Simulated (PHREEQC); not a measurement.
# Acid mine or pickling water: speciation

A made-up water analysis in mg/kgw, 25 °C, pH 3.47, pe 8.6:

| constituent | mg/kgw |
|---|---|
| Na | 261 |
| K | 142 |
| Ca | 572 |
| Mg | 21.5 |
| Cl | 541 |
| S(6) as SO4 | 1460 |
| Cu(2) | 55.7 |

Cl is adjusted to close the charge balance.
Valence states are taken as typed.

Model: ion-association model, wateq4f.dat, run in PHREEQC.

Precipitation was switched off in this run.

Q: What ionic strength does the model give?

A: ionic strength 0.0595 mol/kgw.

Q: In which forms is Cu present?

A: Cu+2 70 %, CuSO4 29 %, CuCl+ 1.5 % of the Cu.
